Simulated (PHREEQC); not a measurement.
Solution (25 °C): 0.0064 mol/kgw CuSO4, 9e-05 mol/kgw HNO3 and 0.097 mol/kgw FeCl3. Closed to the air; pH follows from the charge balance.

Equilibrium calculation in PHREEQC: ion-association model, wateq4f.dat.

### Question
The ionic strength comes out as 0.387 mol/kgw. What activity coefficients do Fe+3, Fe(OH)2+, FeHSO4+2, SO4-2, Fe(SO4)2- get?

### Answer
Fe+3 0.099, Fe(OH)2+ 0.71, FeHSO4+2 0.28, SO4-2 0.23, Fe(SO4)2- 0.73.

Precipitation was switched off in this run. Saturation is exceeded, for instance for Hematite (slow to form), Goethite (slow to form); the values hold only as long as no solid forms.
